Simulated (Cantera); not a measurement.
Feed: 1 mol B2O3, 3.6 mol O2, 19 mol H2, at 873.15 K and 0.100 bar.

These are equilibrium values from Cantera (NASA tables, ideal gas, pure condensed phases), not measurements of a reactor. Candidate condensed phases: B, B2O3, B3O3H3, H2O; 23 gas species. Gases not in the tables: H3BO3. Rates play no part.

Base state: H2 0.622, H2O 0.374, (HBO2)3 0.00411 (mole fractions); condensed: B2O3(l).

### Question
What changes in the equilibrium state with this change: B2O3 replaced by BCl3?

### Answer
| species | before | after |
|---|---|---|
| H2 | 0.622 | 0.576 |
| H2O | 0.374 | 0.275 |
| HCl | 0 | 0.147 |
| (HBO2)3 | 0.00411 | 0.00259 |
| B2O3(l), mol | 0.883 | 0.420 |
